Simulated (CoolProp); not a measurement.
Vapour-liquid equilibrium of R113 (1) + benzene (2) at 0.0831 MPa; x and y are mole fractions of (1).

Model: multi-fluid Helmholtz-energy mixture model, Marx 1992 and Thol 2012; pair parameters Bell 2016, in CoolProp.

```
x     bubble temperature, mixture model (K)  bubble temperature, Raoult's law (K)  y, mixture model  y, Raoult's law
----  -------------------------------------  ------------------------------------  ----------------  ---------------
0.05                                  341.7                                 344.4                 …            0.125
0.15                                  334.5                                 339.7             0.423            0.329
0.25                                  329.8                                 335.6             0.554            0.486
0.35                                  326.5                                 331.9             0.642            0.609
0.45                                  324.0                                 328.6             0.708            0.707
0.55                                  321.9                                 325.6             0.765            0.785
0.65                                      …                                 322.8             0.817            0.849
0.75                                  318.5                                 320.3             0.868            0.902
0.85                                      …                                 318.0                 …            0.946
0.95                                  315.6                                 315.9             0.972            0.984
```

Complete the blanks.


- 0.05, y, mixture model: 0.194
- 0.65, bubble temperature, mixture model (K): 320.1
- 0.85, bubble temperature, mixture model (K): 317.0
- 0.85, y, mixture model: 0.919

The largest gap from Raoult's law is -5.8 K in bubble temperature, at x = 0.25. No azeotrope shows between x = 0.05 and 0.95.

Pair parameters are fitted to limited data, so mixtures are less certain than the pure fluids.
